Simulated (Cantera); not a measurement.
Charge: 1 mol PbO, 0.62 mol H2, 1.8 mol N2, equilibrated at 71.0 Pa.

These are equilibrium values from Cantera (NASA tables, ideal gas, pure condensed phases), not measurements of a reactor. Candidate condensed phases: H2O, Pb, PbO, PbO2, Pb3O4; 27 gas species. Mutual solubility and eutectic melting of coexisting phases are not modelled. Equilibrium is a limit: real reactors are often held back by kinetics, nucleation or transport.

Q: Which condensed phases are stable at each of these points (T (K)): 925, 975, 1025, 1075, 1125, 1175, 1225, 1275, 1325, 1375, 1425, 1475?

A: 
```tsv
T (K)	condensed phases	Pb condensed (%)
925	Pb(l) + PbO(yellow)	99.1
975	Pb(l) + PbO(yellow)	96.8
1025	Pb(l) + PbO(yellow)	89.9
1075	Pb(l) + PbO(yellow)	69.7
1125	PbO(yellow)	32.8
1175	PbO(l)	19.7
1225	gas only	0.0
1275	gas only	0.0
1325	gas only	0.0
1375	gas only	0.0
1425	gas only	0.0
1475	gas only	0.0
```

From 925 K to 1075 K the condensed part is Pb(l) + PbO(yellow). At 1125 K the condensed part is PbO(yellow). At 1175 K the condensed part is PbO(l). From 1225 K to 1475 K nothing is condensed.
